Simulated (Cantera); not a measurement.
A closed system holds: 1 mol Al, 1.1 mol N2, 1.3 mol H2, held at 1350 K and 1.00 bar.

Method: chemical equilibrium by Gibbs-energy minimisation in Cantera with the NASA 1993 tables (ideal gas, pure condensed phases). Candidate condensed phases: Al, AlN; 13 gas species. Equilibrium is a limit: real reactors are often held back by kinetics, nucleation or transport.

Task: What is the equilibrium state?

Result: 
```
Item                                  Value
--------------------------------  ---------
x(H2)                                 0.684
x(N2)                                 0.316
x(NH3)                              3.25e-5
x(H)                                1.97e-6
n(AlN(s))                          1.00 mol
gas amount                        1.900 mol
log10 activity of Al(l) (absent)      -6.35
```
